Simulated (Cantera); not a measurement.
Feed: 1 mol Fe₂O₃, 0.71 mol CH₄, 1.7 mol N₂, held at 2400 Pa.

Equilibrium computed with Cantera from the NASA thermochemical tables; the gas is ideal and each condensed phase is pure. Candidate condensed phases: C, C₆H₆, C₇H₈, C₈H₁₈, Fe, Fe(CO)₅, FeO, Fe(OH)₂, Fe(OH)₃, Fe₂O₃, Fe₃O₄, H₂O; 140 gas species. Each liquid is taken as pure. Mutual solubility and eutectic melting of coexisting phases are not modelled. The tables' stoichiometric FeO is somewhat more stable than real wüstite, so its field is too wide. FeO: taken at fixed stoichiometry. The numbers say what is thermodynamically allowed, not how fast it happens.

x: gas mole fraction; n: condensed amount in mol.

```json
[
 {"T (°C)": "627", "x N₂": "0.444", "x H₂": "0.327", "x Fe": "<1e-12", "x H₂O": "0.0441", "x CO": "0.141", "x FeO": "<1e-12", "x CO₂": "0.0439", "x H": "4.31e-10", "x OH": "<1e-12", "x O₂": "<1e-12", "x O": "<1e-12", "n Fe(α)": "0.0470", "n FeO(s)": "1.95", "n Fe(γ)": "0", "n FeO(l)": "0", "n Fe(δ)": "0", "n Fe(l)": "0"},
 {"T (°C)": "777", "x N₂": "0.444", "x H₂": "0.309", "x Fe": "6.39e-12", "x H₂O": "0.0621", "x CO": "0.150", "x FeO": "<1e-12", "x CO₂": "0.0355", "x H": "2.91e-8", "x OH": "1.87e-11", "x O₂": "<1e-12", "x O": "<1e-12", "n Fe(α)": "0.0839", "n FeO(s)": "1.92", "n Fe(γ)": "0", "n FeO(l)": "0", "n Fe(δ)": "0", "n Fe(l)": "0"},
 {"T (°C)": "927", "x N₂": "0.444", "x H₂": "0.290", "x Fe": "2.07e-9", "x H₂O": "0.0804", "x CO": "0.154", "x FeO": "<1e-12", "x CO₂": "0.0311", "x H": "6.86e-7", "x OH": "1.52e-9", "x O₂": "<1e-12", "x O": "<1e-12", "n Fe(α)": "0", "n FeO(s)": "1.86", "n Fe(γ)": "0.137", "n FeO(l)": "0", "n Fe(δ)": "0", "n Fe(l)": "0"},
 {"T (°C)": "1077", "x N₂": "0.444", "x H₂": "0.274", "x Fe": "1.79e-7", "x H₂O": "0.0965", "x CO": "0.157", "x FeO": "1.23e-10", "x CO₂": "0.0282", "x H": "8.06e-6", "x OH": "4.60e-8", "x O₂": "<1e-12", "x O": "1.26e-12", "n Fe(α)": "0", "n FeO(s)": "1.81", "n Fe(γ)": "0.187", "n FeO(l)": "0", "n Fe(δ)": "0", "n Fe(l)": "0"},
 {"T (°C)": "1227", "x N₂": "0.444", "x H₂": "0.261", "x Fe": "6.25e-6", "x H₂O": "0.109", "x CO": "0.160", "x FeO": "1.04e-8", "x CO₂": "0.0258", "x H": "5.81e-5", "x OH": "6.94e-7", "x O₂": "2.61e-11", "x O": "1.34e-10", "n Fe(α)": "0", "n FeO(s)": "1.77", "n Fe(γ)": "0.228", "n FeO(l)": "0", "n Fe(δ)": "0", "n Fe(l)": "0"},
 {"T (°C)": "1377", "x N₂": "0.444", "x H₂": "0.251", "x Fe": "…", "x H₂O": "0.119", "x CO": "0.161", "x FeO": "…", "x CO₂": "0.0239", "x H": "…", "x OH": "…", "x O₂": "…", "x O": "…", "n Fe(α)": "0", "n FeO(s)": "0", "n Fe(γ)": "…", "n FeO(l)": "1.74", "n Fe(δ)": "0", "n Fe(l)": "0"},
 {"T (°C)": "1527", "x N₂": "0.443", "x H₂": "0.254", "x Fe": "0.00123", "x H₂O": "0.116", "x CO": "0.165", "x FeO": "6.53e-6", "x CO₂": "0.0197", "x H": "0.00116", "x OH": "3.50e-5", "x O₂": "2.51e-8", "x O": "1.24e-7", "n Fe(α)": "0", "n FeO(s)": "0", "n Fe(γ)": "0", "n FeO(l)": "1.77", "n Fe(δ)": "0.225", "n Fe(l)": "0"},
 {"T (°C)": "1677", "x N₂": "0.439", "x H₂": "0.249", "x Fe": "…", "x H₂O": "0.116", "x CO": "0.166", "x FeO": "…", "x CO₂": "…", "x H": "…", "x OH": "…", "x O₂": "…", "x O": "…", "n Fe(α)": "0", "n FeO(s)": "0", "n Fe(γ)": "0", "n FeO(l)": "1.77", "n Fe(δ)": "0", "n Fe(l)": "…"},
 {"T (°C)": "1827", "x N₂": "0.422", "x H₂": "0.235", "x Fe": "0.0441", "x H₂O": "0.112", "x CO": "0.161", "x FeO": "0.000526", "x CO₂": "0.0155", "x H": "0.00975", "x OH": "0.000552", "x O₂": "3.31e-6", "x O": "1.63e-5", "n Fe(α)": "0", "n FeO(s)": "0", "n Fe(γ)": "0", "n FeO(l)": "1.77", "n Fe(δ)": "0", "n Fe(l)": "0.0480"},
 {"T (°C)": "1977", "x N₂": "0.392", "x H₂": "0.171", "x Fe": "0.103", "x H₂O": "0.145", "x CO": "0.142", "x FeO": "0.00296", "x CO₂": "0.0220", "x H": "0.0198", "x OH": "0.00252", "x O₂": "7.16e-5", "x O": "0.000202", "n Fe(α)": "0", "n FeO(s)": "0", "n Fe(γ)": "0", "n FeO(l)": "1.54", "n Fe(δ)": "0", "n Fe(l)": "0"},
 {"T (°C)": "2127", "x N₂": "0.352", "x H₂": "0.0975", "x Fe": "0.167", "x H₂O": "0.175", "x CO": "0.113", "x FeO": "0.0133", "x CO₂": "0.0343", "x H": "0.0321", "x OH": "0.0106", "x O₂": "0.00173", "x O": "0.00233", "n Fe(α)": "0", "n FeO(s)": "0", "n Fe(γ)": "0", "n FeO(l)": "1.13", "n Fe(δ)": "0", "n Fe(l)": "0"},
 {"T (°C)": "2277", "x N₂": "0.267", "x H₂": "0.0423", "x Fe": "0.255", "x H₂O": "0.147", "x CO": "0.0729", "x FeO": "0.0491", "x CO₂": "0.0399", "x H": "0.0414", "x OH": "0.0315", "x O₂": "0.0285", "x O": "0.0201", "n Fe(α)": "0", "n FeO(s)": "0", "n Fe(γ)": "0", "n FeO(l)": "0.0867", "n Fe(δ)": "0", "n Fe(l)": "0"}
]
```

### Question
What belongs in the gaps?

### Answer

- 1377, x Fe: 0.000113
- 1377, x FeO: 3.84e-7
- 1377, x H: 0.000294
- 1377, x OH: 6.32e-6
- 1377, x O₂: 1.30e-9
- 1377, x O: 6.03e-9
- 1377, n Fe(γ): 0.259
- 1677, x Fe: 0.00854
- 1677, x FeO: 7.01e-5
- 1677, x CO₂: 0.0176
- 1677, x H: 0.00369
- 1677, x OH: 0.000156
- 1677, x O₂: 3.47e-7
- 1677, x O: 1.72e-6
- 1677, n Fe(l): 0.195
